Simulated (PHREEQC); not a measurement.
Dissolve 0.0082 mol TMAH, 6.8e-05 mol Na2SiO3 and 0.15 mol Na2CO3 per kg of water at 20 °C. Closed to the air; pH follows from the charge balance.

The numbers come from PHREEQC with the ion-association model, phreeqc.dat.

Each row changes one thing in this solution. No solid was allowed to form.

| case | pH | ionic strength (mol/kgw) | Na+ (mol/kgw) | CO3-2 (mol/kgw) | NaCO3- (mol/kgw) | HCO3- (mol/kgw) |
|---|---|---|---|---|---|---|
| as made | 11.95 | 0.317 | 0.230 | 0.0791 | 0.0701 | 0.000781 |
| 0.0026 mol/kgw NaOH added | 12.05 | 0.319 | 0.232 | 0.0789 | 0.0704 | 0.000615 |
| Na2CO3 from 0.15 to 0.03 mol/kgw | 11.99 | 0.0838 | 0.0530 | 0.0226 | 0.00711 | 0.000283 |
| 0.0029 mol/kgw H2SO4 added | 11.62 | 0.319 | 0.230 | 0.0787 | 0.0695 | 0.00167 |
| temperature from 20 to 85 °C | 10.38 | 0.186 | 0.166 | 0.0126 | 0.135 | 0.00273 |
| TMAH from 0.0082 to 0.041 mol/kgw | 12.61 | 0.353 | 0.231 | 0.0807 | 0.0691 | 0.000173 |
| Na2SiO3 replaced by Na2B4O7 at the same molality | 11.94 | 0.317 | 0.230 | 0.0791 | 0.0701 | 0.000797 |
| temperature from 20 to 25 °C | 11.79 | 0.300 | 0.222 | ___ | ___ | ___ |
| Na2SiO3 from 6.8e-05 to 6.8e-06 mol/kgw | 11.95 | 0.317 | 0.230 | 0.0791 | 0.0701 | 0.000785 |

### Question
Some entries are withheld; supply them.

### Answer

- temperature from 20 to 25 °C, CO3-2 (mol/kgw): 0.0705
- temperature from 20 to 25 °C, NaCO3- (mol/kgw): 0.0785
- temperature from 20 to 25 °C, HCO3- (mol/kgw): 0.000913

(CH3)4N+ isn't in the database: it is added as a free cation with an ion size of 4 Å. Away from 25 °C the constants follow the database's enthalpies or fits; those with neither stay at their 25 °C values.
